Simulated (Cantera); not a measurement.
Mixture: CH₄ : H₂ : O₂ : N₂ : H₂O = 1 : 0.099 : 1.71 : 6.42 : 2.1 (molar parts), at 1000000 Pa, adiabatic and at constant volume. Ignition delay is the time to a rise of 400 K.

Detailed kinetics in Cantera: GRI-Mech 3.0 (53 species, 325 reactions).

### Question
What does this change do: H2 0.099 to 0.071 parts?

### Answer
| quantity | before | after |
|---|---|---|
| delay at 1200 K | 1.59 ms | 1.98 ms |
| delay at 1400 K | 0.332 ms | 0.394 ms |
| delay at 1600 K | 69.8 µs | 77.2 µs |
| delay at 1800 K | 15.3 µs | 16.1 µs |
| apparent activation energy between 1700 and 1900 K | 190 kJ/mol | 190 kJ/mol |
